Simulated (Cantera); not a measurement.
Input: 1 mol CH2F2, 0.064 mol F2, held at 1398 K and 7.10e-5 bar.

Equilibrium computed with Cantera from the NASA thermochemical tables; the gas is ideal and each condensed phase is pure. Gases not in the tables: C2F6 and larger saturated fluorocarbons. Equilibrium is a limit: real reactors are often held back by kinetics, nucleation or transport.

```json
[
 {"species": "HF", "before": "0.984", "after": "0.873"},
 {"species": "CF4", "before": "0.0156", "after": "0.126"},
 {"species": "CF2", "before": "0.000124", "after": "0.000351"},
 {"species": "CF3", "before": "4.01e-6", "after": "1.92e-5"},
 {"species": "F", "before": "0.000142", "after": "0.000239"},
 {"species": "C(graphite), mol", "before": "0.968", "after": "0.710"}
]
```
Gas species are given as mole fractions.

Which change was made?
A) F2 from 0.064 to 1.9 mol
B) F2 from 0.064 to 0.58 mol
C) F2 from 0.064 to 0.12 mol
D) CH2F2 replaced by CH3F

B, F2 from 0.064 to 0.58 mol
